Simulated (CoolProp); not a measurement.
Saturated liquid density (kg/m³) of hexamethyldisiloxane (MM): the reference equation beside estimates from Tc = 245.6 °C, pc = 1.931 MPa, ω = 0.418. Rackett uses Z = 0.29056 − 0.08775 ω.

Model: reference Helmholtz-energy equation of state, Thol 2016, in CoolProp.

```
T (°C)  reference  Rackett  Redlich-Kwong  Soave-Redlich-Kwong
------  ---------  -------  -------------  -------------------
20.55       764.2    843.2          677.0                709.7
33.85       750.1    827.6          664.0                698.6
47.25       735.7    811.5          650.3                686.7
60.65       721.0    795.0          635.9                673.9
73.95       706.0    778.0          620.8                660.3
87.35       690.6    760.4          604.9                645.6
100.75      674.6    742.1          588.0                629.7
114.05      658.1    723.1          570.3                612.7
127.45      640.8    703.2          551.3                594.1
140.85      622.6    682.1          531.0                573.8
```

Absolute difference from the reference over all 10 rows, mean and median: Rackett 10.1 and 10.2 %, Redlich-Kwong 12.6 and 12.2 %, Soave-Redlich-Kwong 6.9 and 6.8 %.
